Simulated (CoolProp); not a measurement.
A Linde-Hampson liquefier for nitrogen: isothermal reversible compression at 300 K from 1 atm to 5 MPa, throttling to 1 atm, return gas leaving the recuperator 0 K below the feed. Each further row changes one setting.

Computed with CoolProp (reference Helmholtz-energy equation of state, Span 2000).

```tsv
case	liquid yield per pass	compression work (kJ/kg of gas)
as stated	0.024	347
high pressure 10 MPa	___	___
warm-end temperature 330 K	___	382
warm-end gap 5 K	0.012	347
```

Problem. Some entries are withheld; supply them.

Solution. 
- high pressure 10 MPa, liquid yield per pass: 0.044
- high pressure 10 MPa, compression work (kJ/kg of gas): 408
- warm-end temperature 330 K, liquid yield per pass: 0.018
